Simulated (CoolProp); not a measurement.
Carbon dioxide at 227 K and 13.4 MPa is throttled through a valve to 2.75 MPa with no heat exchange. Each further row changes one setting.

Values from CoolProp's reference Helmholtz-energy equation of state, Span 1996.

```csv
case,temperature change (K),final phase,final density (kg/m³)
as stated,+1.4,liquid,1140
outlet pressure 0.825 MPa,[?],[?],[?]
outlet pressure 3.58 MPa,+1.3,liquid,1140
```

Q: Complete the blanks.

A: 
- outlet pressure 0.825 MPa, temperature change (K): +0.9
- outlet pressure 0.825 MPa, final phase: two-phase, vapour fraction 0.004
- outlet pressure 0.825 MPa, final density (kg/m³): 941
